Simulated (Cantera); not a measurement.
## Ammonia decomposition in nitride growth gas

An isothermal, constant-pressure homogeneous reactor starts with NH3 : N2 = 1 : 0.37 (molar parts), at 2400 K and 0.133 bar.

Detailed kinetics in Cantera: the gas-phase N/H chemistry of the illustrative SiF4/NH3 mechanism in the Surface Chemkin manual (1991). Walls and surfaces, which speed up NH3 decomposition in real reactors, are not modelled.

```json
[
 {"t (s)": "2.00e-5", "x NH3": "0.728", "x NH2": "0.00150", "x H2": "0.000770", "x N2": "0.270", "x N2H2": "8.43e-7", "x N2H4": "9.47e-9", "x NH": "5.95e-6"},
 {"t (s)": "5.03e-5", "x NH3": "0.725", "x NH2": "0.00357", "x H2": "0.00218", "x N2": "0.270", "x N2H2": "6.66e-6", "x N2H4": "5.35e-8", "x NH": "3.15e-5"},
 {"t (s)": "0.000126", "x NH3": "0.715", "x NH2": "0.00630", "x H2": "0.00823", "x N2": "0.270", "x N2H2": "2.48e-5", "x N2H4": "1.68e-7", "x NH": "7.77e-5"},
 {"t (s)": "0.000317", "x NH3": "0.691", "x NH2": "0.00652", "x H2": "0.0295", "x N2": "0.273", "x N2H2": "3.02e-5", "x N2H4": "1.79e-7", "x NH": "0.000104"},
 {"t (s)": "0.000797", "x NH3": "0.633", "x NH2": "0.00556", "x H2": "0.0803", "x N2": "0.281", "x N2H2": "2.57e-5", "x N2H4": "1.30e-7", "x NH": "0.000122"},
 {"t (s)": "0.00200", "x NH3": "0.514", "x NH2": "0.00436", "x H2": "0.184", "x N2": "0.297", "x N2H2": "1.85e-5", "x N2H4": "8.01e-8", "x NH": "0.000135"},
 {"t (s)": "0.00503", "x NH3": "0.322", "x NH2": "0.00296", "x H2": "0.351", "x N2": "0.323", "x N2H2": "9.84e-6", "x N2H4": "3.70e-8", "x NH": "0.000129"},
 {"t (s)": "0.0126", "x NH3": "0.118", "x NH2": "0.00145", "x H2": "0.528", "x N2": "0.351", "x N2H2": "3.01e-6", "x N2H4": "8.91e-9", "x NH": "9.83e-5"},
 {"t (s)": "0.0318", "x NH3": "0.0108", "x NH2": "0.000296", "x H2": "0.619", "x N2": "0.365", "x N2H2": "2.46e-7", "x N2H4": "3.69e-10", "x NH": "4.79e-5"},
 {"t (s)": "0.0799", "x NH3": "1.75e-5", "x NH2": "2.46e-6", "x H2": "0.611", "x N2": "0.362", "x N2H2": "6.23e-11", "x N2H4": "<1e-12", "x NH": "2.09e-6"},
 {"t (s)": "0.201", "x NH3": "1.13e-6", "x NH2": "2.06e-7", "x H2": "0.605", "x N2": "0.361", "x N2H2": "1.15e-12", "x N2H4": "<1e-12", "x NH": "2.26e-7"},
 {"t (s)": "0.504", "x NH3": "4.89e-7", "x NH2": "8.91e-8", "x H2": "0.605", "x N2": "0.361", "x N2H2": "<1e-12", "x N2H4": "<1e-12", "x NH": "9.78e-8"},
 {"t (s)": "1.27", "x NH3": "4.39e-7", "x NH2": "8.01e-8", "x H2": "0.605", "x N2": "0.361", "x N2H2": "<1e-12", "x N2H4": "<1e-12", "x NH": "8.78e-8"},
 {"t (s)": "3.18", "x NH3": "4.39e-7", "x NH2": "8.00e-8", "x H2": "0.605", "x N2": "0.361", "x N2H2": "<1e-12", "x N2H4": "<1e-12", "x NH": "8.78e-8"},
 {"t (s)": "8.00", "x NH3": "4.39e-7", "x NH2": "8.00e-8", "x H2": "0.605", "x N2": "0.361", "x N2H2": "<1e-12", "x N2H4": "<1e-12", "x NH": "8.78e-8"}
]
```
x: mole fraction; the columns are a selection and need not sum to one.

Equilibrium at this temperature and pressure: NH3 4.39e-7, NH2 8.00e-8, H2 0.605, N2 0.361, N2H2 <1e-12, N2H4 <1e-12, NH 8.78e-8 (gas phase only).
